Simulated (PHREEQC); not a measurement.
A solution holds 0.00375 mol/kgw Al2(SO4)3, 7.9e-05 mol/kgw CuCl2, 5.6e-05 mol/kgw NaHCO3 and 0.005 mol/kgw NaCl, at 25 °C. Closed to the air; pH follows from the charge balance.

Computed with PHREEQC (ion-association model, wateq4f.dat).

This is a speciation only: nothing precipitates in the calculation.

### Question
Order these Cu species by the share of Cu that they hold, largest first: Cu+2, CuCl+, CuSO4.

### Answer
Cu+2 (76 %), CuSO4 (24 %), CuCl+ (0.59 %)

The pH is 4.16 and the ionic strength 0.0258 mol/kgw. The solution is supersaturated, for example in Basaluminite, Gibbsite (slow to form), so a real one may precipitate; this is no full list.
